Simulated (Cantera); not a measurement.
What does this Cantera script print?

```python
import numpy as np
import cantera as ct

gas_names = [...]  # 118 gases of nasa_gas.yaml made of C, Cl, F, H
cond_names = """
    C(gr) C6H6(L) C7H8(L) C8H18(L),n-octa
""".split()


# ... load() reads the species with a 1 bar reference pressure and builds the phases ...
atoms = {
    'CH3Cl': {'C': 1, 'H': 3, 'CL': 1},
    'F2': {'F': 2},
    'H2': {'H': 2},
    'CH4': {'C': 1, 'H': 4},
}
top_T = {'C(gr)': 4500}  # K; cautious upper limits of use, not melting points


# ... equilibrate(T, P, feed) seeds the gas with the atoms and calls Mixture.equilibrate('TP', solver="vcs", rtol=1e-11, max_steps=5000) ...
results = []
feed = {'CH3Cl': 1, 'F2': 0.16, 'H2': 8.1, 'CH4': 0.46}  # mol
T = 1525  # K
P = 100000  # Pa
mix = equilibrate(T, P, feed)
results.append((T, P, feed, dict(zip(mix.species_names, mix.species_moles))))
x = sorted(zip(gas.X, gas.species_names), reverse=True)
print(f"T = {T:g} K  P = {P:g} Pa  gas = {mix.phase_moles(0):.4g} mol")
print("   x: " + "  ".join(f"{s} {v:.3e}" for v, s in x if v > 0.0001))
print("   condensed (mol): " + ("  ".join(f"{mix.phase(i).name} {mix.phase_moles(i):.4g}"
      for i in range(1, mix.n_phases) if mix.phase_moles(i) > 1e-12) or "none"))
```

It prints:

```
T = 1525 K  P = 100000 Pa  gas = 11.16 mol
   x: H2 8.799e-01  HCL 8.960e-02  HF 2.867e-02  CH4 1.766e-03
   condensed (mol): C(gr) 1.44
```

These are equilibrium values from Cantera (NASA tables, ideal gas, pure condensed phases), not measurements of a reactor.
